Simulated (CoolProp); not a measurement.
A single-stage vapour-compression cycle with n-pentane: evaporating at 320.15 K (dew point), condensing at 341.15 K (bubble point), superheat 2 K, subcooling 2 K, compressor efficiency 0.65, no pressure losses. Each further row changes one setting.

Computed with CoolProp (reference Helmholtz-energy equation of state, Thol 2019).

```csv
case,cooling COP,pressure ratio,discharge temperature (K),refrigerating effect (kJ/kg),volumetric capacity (kJ/m³)
as stated,9.16,1.85,343.0,305,1260
evaporating temperature 325.15 K,12.5,1.59,342.9,313,1500
condensing temperature 336.15 K,12.3,1.61,338.3,318,1310
subcooling 7 K,9.54,1.85,343.0,318,1310
superheat 12 K,9.34,1.85,353.0,324,1290
compressor efficiency 0.55,7.75,1.85,346.1,305,1260
```
